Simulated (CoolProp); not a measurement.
R22 along the isobar 27100 kPa: Z from the reference equation and from simpler models built on Tc = 369.3 K, pc = 4990 kPa, ω = 0.221; each cubic takes its own stable root.

The numbers come from the reference Helmholtz-energy equation of state, Kamei 1995 in CoolProp.

```
T (K)          phase  reference  van der Waals  Soave-Redlich-Kwong
-----  -------------  ---------  -------------  -------------------
265.3         liquid     0.7694          1.185               0.8341
294.6         liquid     0.7324            ___                  ___
323.9         liquid     0.7084          1.041                  ___
353.2         liquid     0.6959         0.9918               0.7559
382.5  supercritical     0.6944         0.9544               0.7589
411.8  supercritical        ___            ___               0.7750
441.1  supercritical        ___         0.9072               0.8028
470.4  supercritical     0.7565         0.8948                  ___
499.7  supercritical     0.7943         0.8886                  ___
```

### Question
Fill in the missing entries.

### Answer

- 294.6, van der Waals: 1.104
- 294.6, Soave-Redlich-Kwong: 0.7922
- 323.9, Soave-Redlich-Kwong: 0.7668
- 411.8, reference: 0.7042
- 411.8, van der Waals: 0.9267
- 441.1, reference: 0.7253
- 470.4, Soave-Redlich-Kwong: 0.8389
- 499.7, Soave-Redlich-Kwong: 0.8789
